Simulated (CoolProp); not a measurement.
Model: reference Helmholtz-energy equation of state, Penoncello 2003, in CoolProp.

**Question.** For CHF3 (R23), give the phase and the density (kg/m³), cp (kJ/(kg K)), cv (kJ/(kg K)), expansivity (1/kK) at 274.1 K and 3.87 MPa; 274.1 K and 4.35 MPa; 274.1 K and 6.28 MPa.

**Answer.** 
- 274.1 K and 3.87 MPa: liquid; density 1050, cp 1.74, cv 0.777, expansivity 7.56
- 274.1 K and 4.35 MPa: liquid; density 1060, cp 1.70, cv 0.774, expansivity 7.16
- 274.1 K and 6.28 MPa: liquid; density 1090, cp 1.59, cv 0.766, expansivity 6.02
